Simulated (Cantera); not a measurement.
What does this Cantera script print?

```python
import numpy as np
import cantera as ct

gas_names = """
    C CH CH2 CH3 CH2OH CH3O CH4 CH3OH CN CO CO2 COOH C2 C2H CHCO,ketyl C2H2,acetylene C2H2,vinylidene
    CH2CO,ketene C2H3,vinyl CH3CN CH3CO,acetyl C2H4 C2H4O,ethylen CH3CHO,ethanal CH3COOH (HCOOH)2 C2H5
    C2H6 CH3OCH3 C2H5OH CCN CNC C2N2 C2O C3 C3H3,propargyl C3H4,allene C3H4,propyne C3H4,cyclo-
    C3H5,allyl C3H6,propylene C3H6,cyclo- C3H6O C3H7,n-propyl C3H7,i-propyl C3H8 C3H8O,1propanol
    C3H8O,2propanol C3O2 C4 C4H2 C4H4,1,3-cyclo- C4H6,butadiene C4H6,2-butyne C4H6,cyclo- C4H8,1-butene
    C4H8,cis2-buten C4H8,tr2-butene C4H8,isobutene C4H8,cyclo- (CH3COOH)2 C4H9,n-butyl C4H9,i-butyl
    C4H9,s-butyl C4H9,t-butyl C4H10,isobutane C4H10,n-butane C4N2 C5 C5H6,1,3cyclo- C5H8,cyclo-
    C5H10,1-pentene C5H10,cyclo- C5H11,pentyl C5H11,t-pentyl C5H12,n-pentane C5H12,i-pentane
    CH3C(CH3)2CH3 C6H2 C6H5,phenyl C6H5O,phenoxy C6H6 C6H5OH,phenol C6H10,cyclo- C6H12,1-hexene
    C6H12,cyclo- C6H13,n-hexyl C7H7,benzyl C7H8 C7H8O,cresol C7H14,1-heptene C7H15,n-heptyl
    C7H16,n-heptane C8H8,styrene C8H10,ethylbenz C8H16,1-octene C8H17,n-octyl C8H18,isooctane
    C8H18,n-octane C9H19,n-nonyl C10H8,naphthale C10H21,n-decyl C12H9,o-bipheny C12H10,bipheny H HCN HCO
    HCCN HNC HNCO HNO HNO2 HNO3 HO2 H2 HCHO,formaldehy HCOOH H2O H2O2 N NCO NH NH2 NH3 NH2OH NO NO2 NO3
    N2 N2H2 N2H4 N2O O OH O2 O3
""".split()
cond_names = """
    C(gr) C6H6(L) C7H8(L) C8H18(L),n-octa H2O(s) H2O(L)
""".split()


def load(file, names, dense=False):
    # The tables refer to 1 bar. Condensed volumes are neglected.
    table = {s.name: s for s in ct.Species.list_from_file(file)}
    out = []
    for n in names:
        d = dict(table[n].input_data)
        d["thermo"] = dict(d["thermo"], **{"reference-pressure": 1e5})
        if dense:
            d["equation-of-state"] = {"model": "constant-volume", "density": "1e6 g/cm^3"}
        out.append(ct.Species.from_dict(d))
    return out


gas = ct.Solution(thermo="ideal-gas", species=load("nasa_gas.yaml", gas_names))
cond = {s.name: ct.Solution(thermo="fixed-stoichiometry", species=[s], name=s.name)
        for s in load("nasa_condensed.yaml", cond_names, dense=True)}
atoms = {
    'C3H6': {'C': 3, 'H': 6},
    'H2O': {'H': 2, 'O': 1},
    'N2': {'N': 2},
}
top_T = {'C(gr)': 4500}  # K; cautious upper limits of use, not melting points


def equilibrate(T, P, feed):
    n = {}
    for name, mol in feed.items():
        for a, k in atoms[name].items():
            n[a] = n.get(a, 0.0) + k * mol
    gas.TPX = T, P, n
    mass = sum(n.values()) * gas.mean_molecular_weight
    gas.equilibrate("TP")
    valid = [c for c in cond.values() if c.min_temp <= T <= top_T.get(c.name, c.max_temp)]
    mix = ct.Mixture([(gas, mass / gas.mean_molecular_weight)] + [(c, 0.0) for c in valid])
    mix.T, mix.P = T, P
    mix.equilibrate("TP", solver="vcs", rtol=1e-11, max_steps=5000)
    return mix


results = []
T = 2148  # K
P = 10000  # Pa
for m in [2.4, 3.4, 4.9, 7, 10, 14, 21, 30, 43]:
    feed = {'C3H6': 1, 'H2O': 0.047, 'N2': m}  # mol
    mix = equilibrate(T, P, feed)
    results.append((T, P, feed, dict(zip(mix.species_names, mix.species_moles))))

top = {s: max(r[3][s] / sum(r[3][g] for g in gas_names) for r in results) for s in gas_names}
cols = sorted((s for s in top if top[s] > 0.0001), key=lambda s: -top[s])[:7]
seen = [c for c in cond_names if any(r[3].get(c, 0) > 1e-12 for r in results)]
print("log10 of partial pressures in bar; condensed amounts in mol")
print(f"{'n(N2)':>10s}" + "".join(f"{s[:9]:>10s}" for s in cols + seen))
for T, P, feed, n in results:
    ng = sum(n[g] for g in gas_names)
    print(f"{feed['N2']:10.4g}" + "".join(f"{np.log10(max(n[s] / ng * P / 1e5, 1e-99)):10.3f}" for s in cols)
          + "".join(f"{n.get(c, 0):10.4g}" for c in seen))
```

Result:

```
log10 of partial pressures in bar; condensed amounts in mol
     n(N2)        N2        H2       HCN         H        CO C2H2,acet       HNC     C(gr)
       2.4    -1.368    -1.268    -2.914    -3.014    -3.070    -3.986    -4.051     2.869
       3.4    -1.288    -1.342    -2.911    -3.051    -3.142    -4.060    -4.048     2.856
       4.9    -1.219    -1.434    -2.922    -3.097    -3.232    -4.151    -4.059     2.838
         7    -1.164    -1.537    -2.947    -3.148    -3.334    -4.255    -4.084     2.819
        10    -1.122    -1.652    -2.983    -3.206    -3.446    -4.370    -4.120     2.795
        14    -1.091    -1.770    -3.027    -3.265    -3.562    -4.488    -4.163     2.768
        21    -1.063    -1.923    -3.089    -3.342    -3.711    -4.641    -4.226      2.73
        30    -1.045    -2.065    -3.151    -3.413    -3.848    -4.783    -4.288      2.69
        43    -1.032    -2.215    -3.219    -3.487    -3.992    -4.932    -4.356     2.642
```

These are equilibrium values from Cantera (NASA tables, ideal gas, pure condensed phases), not measurements of a reactor.
